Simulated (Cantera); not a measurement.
A Cantera script and what it prints.

```python
import numpy as np
import cantera as ct

gas_names = """
    H HO2 H2 H2O H2O2 O OH O2 O3 V VO VO2
""".split()
cond_names = """
    H2O(s) H2O(L) V(cr) V(L) VO(s) VO(L) V2O3(s) V2O3(L) V2O4(I) V2O4(II) V2O4(L) V2O5(s) V2O5(L)
""".split()


# ... load() reads the species with a 1 bar reference pressure and builds the phases ...
atoms = {
    'V2O5': {'V': 2, 'O': 5},
    'H2': {'H': 2},
}
top_T = {}  # K; cautious upper limits of use, not melting points


# ... equilibrate(T, P, feed) seeds the gas with the atoms and calls Mixture.equilibrate('TP', solver="vcs", rtol=1e-11, max_steps=5000) ...
results = []
feed = {'V2O5': 1, 'H2': 1200}  # mol
P = 13332.2  # Pa
for T in [1348, 1373, 1398, 1423, 1448, 1473, 1498, 1523, 1548, 1573, 1598, 1623, 1648, 1673]:
    mix = equilibrate(T, P, feed)
    results.append((T, P, feed, dict(zip(mix.species_names, mix.species_moles))))

top = {s: max(r[3][s] / sum(r[3][g] for g in gas_names) for r in results) for s in gas_names}
cols = sorted((s for s in top if top[s] > 1e-05), key=lambda s: -top[s])[:6]
seen = [c for c in cond_names if any(r[3].get(c, 0) > 1e-12 for r in results)]
print("log10 of partial pressures in bar; condensed amounts in mol")
print(f"{'T/K':>10s}" + "".join(f"{s[:9]:>10s}" for s in cols + seen))
for T, P, feed, n in results:
    ng = sum(n[g] for g in gas_names)
    print(f"{T:10.4g}" + "".join(f"{np.log10(max(n[s] / ng * P / 1e5, 1e-99)):10.3f}" for s in cols)
          + "".join(f"{n.get(c, 0):10.4g}" for c in seen))
```

Output:

```
log10 of partial pressures in bar; condensed amounts in mol
       T/K        H2       H2O         H     VO(s)   V2O3(s)
      1348    -0.876    -3.653    -6.074         0         1
      1373    -0.876    -3.649    -5.915   0.04037    0.9798
      1398    -0.876    -3.578    -5.763    0.7554    0.6223
      1423    -0.876    -3.510    -5.616     1.564    0.2179
      1448    -0.876    -3.477    -5.473         2         0
      1473    -0.876    -3.477    -5.336         2         0
      1498    -0.876    -3.477    -5.203         2         0
      1523    -0.876    -3.477    -5.074         2         0
      1548    -0.876    -3.477    -4.950         2         0
      1573    -0.876    -3.477    -4.829         2         0
      1598    -0.876    -3.477    -4.712         2         0
      1623    -0.876    -3.477    -4.599         2         0
      1648    -0.876    -3.477    -4.489         2         0
      1673    -0.876    -3.477    -4.382         2         0
```

Equilibrium computed with Cantera from the NASA thermochemical tables; the gas is ideal and each condensed phase is pure. Mutual solubility and eutectic melting of coexisting phases are not modelled. VO: taken at fixed stoichiometry. Condensed phases not in the tables: the oxides between V2O3 and V2O5 other than VO2.
